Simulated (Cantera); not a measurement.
An isothermal, constant-pressure homogeneous reactor starts with CH4 : CO2 : H2 = 1 : 2 : 1.5 (molar parts), at 1425 K and 1000000 Pa. Integrator tolerance rtol = 1e-08.

Detailed kinetics in Cantera: GRI-Mech 3.0 (53 species, 325 reactions).

| quantity | before | after |
|---|---|---|
| x(CH4) at 30.0 s | 0.123 (gas-phase equilibrium 0.000341) | 2.78e-6 (gas-phase equilibrium 3.03e-6) |
| x(CO2) at 30.0 s | 0.131 (gas-phase equilibrium 0.0460) | 0.0310 (gas-phase equilibrium 0.0310) |
| x(H2) at 30.0 s | 0.217 (gas-phase equilibrium 0.430) | 0.416 (gas-phase equilibrium 0.416) |
| x(C2H4) at 30.0 s | 0.00503 (gas-phase equilibrium 9.90e-9) | 5.71e-11 (gas-phase equilibrium 6.47e-11) |
| x(CH3) at 30.0 s | 1.15e-5 (gas-phase equilibrium 2.26e-8) | 1.78e-8 (gas-phase equilibrium 1.93e-8) |
| x(H) at 30.0 s | 1.01e-6 (gas-phase equilibrium 1.42e-6) | 0.000133 (gas-phase equilibrium 0.000133) |

### Question
Name the change that produced these shifts.
A) temperature 1425 to 1225 K
B) temperature 1425 to 1873 K
C) CO2 2 to 4.8 parts
D) temperature 1425 to 1200 K

### Answer
B, temperature 1425 to 1873 K
